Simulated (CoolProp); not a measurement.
Vapour-liquid equilibrium of carbon dioxide (1) + R142b (2) at -0.85 °C; x and y are mole fractions of (1).

Model: multi-fluid Helmholtz-energy mixture model, Span 1996 and Lemmon 2006; pair parameters Bell 2016, in CoolProp.

```csv
x,bubble pressure (MPa),y at the bubble point,dew pressure at overall composition x (MPa),liquid density (mol/L)
0.05,0.2615,0.473,0.1474,12.00
0.125,0.4646,0.714,0.1599,12.50
0.2,0.6860,0.814,0.1746,13.04
0.275,0.9190,0.867,0.1922,13.60
0.35,1.158,0.900,0.2136,14.21
0.425,1.397,0.922,0.2404,14.85
0.5,1.636,0.937,0.2748,15.53
0.575,1.873,0.950,0.3207,16.25
0.65,2.112,0.960,0.3849,17.02
0.725,2.355,0.968,0.4813,17.84
0.8,2.608,0.977,0.6424,18.71
0.875,2.881,0.985,0.9658,19.62
0.95,3.183,0.994,1.884,20.56
```

No azeotrope shows between x = 0.05 and 0.95.

Pair parameters are fitted to limited data, so mixtures are less certain than the pure fluids.
